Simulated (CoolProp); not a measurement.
Vapour-liquid equilibrium of R113 (1) + n-heptane (2) at 342 K; x and y are mole fractions of (1).

Values from CoolProp's multi-fluid Helmholtz-energy mixture model, Marx 1992 and Span 2003; pair parameters Bell 2016.

Question: Give the bubble pressure and the first vapour's composition at x = 0.25, 0.45, 0.85. Is there an azeotrope?

Answer: x = 0.25: 0.08651 MPa, y = 0.648; x = 0.45: 0.1189 MPa, y = 0.801; x = 0.85: 0.1741 MPa, y = 0.953. No azeotrope shows between x = 0.05 and 0.95.

The pair parameters rest on a limited set of measurements; away from them the model extrapolates.
